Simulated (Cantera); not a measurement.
## Transport properties of process gases

Gas mixture: H₂O : NO = 0.37 : 0.68 (molar parts), at 75.0 Torr, frozen composition.

Cantera's kinetic-theory transport with the Lennard-Jones parameters of GRI-Mech 3.0, ideal gas; thermal conductivity in the multicomponent form. Polar gases are described roughly by these parameters.

| T (K) | ρ (kg/m³) | cp (J/kg/K) | μ (µPa s) | λ (mW/m/K) | Pr | D (cm²/s) CH₄ | D (cm²/s) CO₂ | D (cm²/s) H₂O |
|---|---|---|---|---|---|---|---|---|
| 400 | 0.0775 | 1221 | 20.0 | 35.9 | 0.680 | 3.84 | 2.73 | 3.96 |
| 500 | 0.0620 | 1247 | 24.0 | 44.5 | 0.673 | 5.73 | 4.11 | 6.02 |
| 600 | 0.0517 | 1281 | 27.7 | 53.1 | 0.669 | 7.91 | 5.72 | 8.42 |
| 700 | 0.0443 | 1317 | 31.3 | 61.8 | 0.668 | 10.3 | 7.52 | 11.1 |
| 800 | 0.0388 | 1353 | 34.7 | 70.4 | 0.667 | 13.0 | 9.51 | 14.1 |
| 900 | 0.0345 | 1386 | 38.0 | 78.9 | 0.667 | 15.9 | 11.7 | 17.3 |
D: mixture-averaged diffusion coefficient of that species in the mixture.
